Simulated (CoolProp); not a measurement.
Vapour-liquid equilibrium of R134a (1) + R236FA (2) at -50.65 °C; x and y are mole fractions of (1).

Computed with CoolProp (multi-fluid Helmholtz-energy mixture model, Tillner-Roth 1994 and Pan 2012; pair parameters Bell 2016).

```csv
x,bubble pressure (MPa),y at the bubble point,dew pressure at overall composition x (MPa),liquid density (mol/L)
0.05,0.008436,0.167,0.007672,10.61
0.125,0.01000,0.352,0.008144,10.83
0.2,0.01156,0.486,0.008677,11.06
0.275,0.01311,0.588,0.009285,11.30
0.35,0.01466,0.669,0.009983,11.55
0.425,0.01621,0.735,0.01079,11.81
0.5,0.01777,0.789,0.01175,12.08
0.575,0.01934,0.835,0.01288,12.36
0.65,0.02092,0.875,0.01426,12.66
0.725,0.02250,0.908,0.01596,12.96
0.8,0.02409,0.938,0.01811,13.28
0.875,0.02569,0.964,0.02094,13.61
0.95,0.02729,0.986,0.02482,13.95
```

No azeotrope shows between x = 0.05 and 0.95.

Pair parameters are fitted to limited data, so mixtures are less certain than the pure fluids.
